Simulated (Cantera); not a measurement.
A freely propagating, adiabatic, planar premixed flame of CH4 : H2 : O2 : N2 : H2O = 1 : 0.49 : 1.87 : 5.99 : 1.7 (molar parts), equivalence ratio 1.2, unburnt at 700 K and 1.78 atm; mixture-averaged transport, grid criteria slope 0.08 and curve 0.16, no radiation.

Model: GRI-Mech 3.0 (53 species, 325 reactions), integrated in Cantera. Burning velocities carry a grid error of a few per cent, more on coarse grids.

x: mole fraction of selected species; z is measured from the peak of heat release.

```csv
z (mm),T (K),u (m/s),x CH4,x H2,x O2,x C2H2,x N2O,x NO2
-0.665,700,1.34,0.0905,0.0445,0.169,<1e-8,<1e-8,<1e-8
-0.443,703,1.35,0.0903,0.0449,0.169,1.01e-7,<1e-8,<1e-8
-0.332,713,1.37,0.0896,0.0454,0.168,7.02e-7,<1e-8,1.14e-8
-0.222,779,1.50,0.0856,0.0463,0.164,7.60e-6,<1e-8,8.01e-8
-0.111,1143,2.22,0.0623,0.0482,0.134,9.26e-5,<1e-8,1.19e-7
-0.0554,1515,2.98,0.0356,0.0492,0.0950,0.000276,2.33e-8,3.78e-8
0,[?],3.69,[?],0.0476,[?],[?],[?],<1e-8
0.0554,2032,4.03,0.00107,0.0426,0.0206,0.000213,5.70e-8,<1e-8
0.111,2086,4.12,6.94e-5,0.0394,0.00999,2.41e-5,6.29e-8,<1e-8
0.222,2133,4.19,3.29e-7,0.0385,0.00509,2.07e-7,6.10e-8,<1e-8
0.443,2185,4.28,<1e-8,0.0380,[?],<1e-8,[?],<1e-8
0.886,2233,4.36,<1e-8,0.0368,0.00179,<1e-8,4.46e-8,<1e-8
1.77,2268,4.42,<1e-8,0.0357,0.000889,<1e-8,3.56e-8,<1e-8
```

Complete the blanks.


- 0, T (K): 1865
- 0, x CH4: 0.00985
- 0, x O2: 0.0490
- 0, x C2H2: 0.000537
- 0, x N2O: 4.39e-8
- 0.443, x O2: 0.00318
- 0.443, x N2O: 5.34e-8
